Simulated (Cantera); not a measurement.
Input: 1 mol C₃H₆, 0.13 mol NH₃, held at 0.00133 bar.

Method: chemical equilibrium by Gibbs-energy minimisation in Cantera with the NASA 1993 tables (ideal gas, pure condensed phases). Candidate condensed phases: C, C₆H₆, C₇H₈, C₈H₁₈; 92 gas species. The numbers say what is thermodynamically allowed, not how fast it happens.

Q: At 1748 K, list the 5 most abundant gas species with their mole fractions, and the condensed phases.

A: H₂ 0.974, N₂ 0.0195, H 0.00617, HCN 0.000652, C₂H₂ (acetylene) 0.000110. Condensed: C(graphite).
